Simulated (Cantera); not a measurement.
Charge: 1 mol CCl4, equilibrated at 2600 °C and 4.60e-5 bar.

Method: chemical equilibrium by Gibbs-energy minimisation in Cantera with the NASA 1993 tables (ideal gas, pure condensed phases). Candidate condensed phases: C; 14 gas species. Kinetics and transport are ignored.

### Question
What is the equilibrium state?

### Answer
```json
{
 "x(Cl)": "0.866",
 "x(C)": "0.0864",
 "x(C3)": "0.0350",
 "x(C2)": "0.0125",
 "x(C5)": "3.28e-5",
 "x(C4)": "2.24e-5",
 "x(CCl)": "8.79e-6",
 "gas_amount": "4.618 mol",
 "log10 activity of C(graphite) (absent)": "-0.56"
}
```
